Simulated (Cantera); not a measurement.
Input: 1 mol CuO, 1 mol CH4, 2.5 mol CO, held at 1800 °C and 3.70 mbar.

Equilibrium computed with Cantera from the NASA thermochemical tables; the gas is ideal and each condensed phase is pure. Candidate condensed phases: C, C6H6, C7H8, C8H18, Cu, CuO, Cu(OH)2, Cu2O, H2O; 113 gas species. The numbers say what is thermodynamically allowed, not how fast it happens.

Base state: CO 0.532, H2 0.292, Cu 0.152, H 0.0234, Cu2 5.41e-5 (mole fractions); condensed: gas only.

What changes in the equilibrium state with this change: CuO replaced by TiO2?


```json
[
 {"species": "CO", "before": "0.532", "after": "0.628"},
 {"species": "H2", "before": "0.292", "after": "0.346"},
 {"species": "H", "before": "0.0234", "after": "0.0255"},
 {"species": "Cu", "before": "0.152", "after": "0"},
 {"species": "TiO", "before": "0", "after": "0.000579"},
 {"species": "Ti", "before": "0", "after": "9.48e-5"},
 {"species": "Cu2", "before": "5.41e-5", "after": "0"},
 {"species": "H2O", "before": "1.11e-6", "after": "6.40e-5"},
 {"species": "CO2", "before": "4.16e-7", "after": "2.40e-5"},
 {"species": "TiO(l), mol", "before": "0", "after": "0.996"}
]
```
TiO: taken at fixed stoichiometry. Further candidate phases: Ti, TiC, TiO, TiO2, Ti2O3, Ti3O5, Ti4O7.
